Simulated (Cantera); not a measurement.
Input: 1 mol Si, 13 mol HBr, 58 mol N₂, held at 1523.15 K and 10.0 Torr.

These are equilibrium values from Cantera (NASA tables, ideal gas, pure condensed phases), not measurements of a reactor. Candidate condensed phases: Br₂, Si, Si₃N₄; 28 gas species. The tables' values for SiBr₃ are old estimates; treat these amounts as uncertain. The numbers say what is thermodynamically allowed, not how fast it happens.

Base state: N₂ 0.811, HBr 0.136, H₂ 0.0231, Br 0.0165, SiBr₂ 0.0128, SiBr₃ 0.000627, SiBr₄ 0.000537, Br₂ 3.18e-5 (mole fractions); condensed: gas only.

### Question
What changes in the equilibrium state with this change: N₂ from 58 to 12 mol?

### Answer
```json
[
 {"species": "N₂", "before": "0.811", "after": "0.476"},
 {"species": "HBr", "before": "0.136", "after": "0.394"},
 {"species": "H₂", "before": "0.0231", "after": "0.0604"},
 {"species": "SiBr₂", "before": "0.0128", "after": "0.0323"},
 {"species": "Br", "before": "0.0165", "after": "0.0297"},
 {"species": "SiBr₄", "before": "0.000537", "after": "0.00439"},
 {"species": "SiHBr₃", "before": "6.44e-6", "after": "4.73e-5"},
 {"species": "SiBr₃", "before": "0.000627", "after": "0.00285"},
 {"species": "Br₂", "before": "3.18e-5", "after": "0.000103"}
]
```
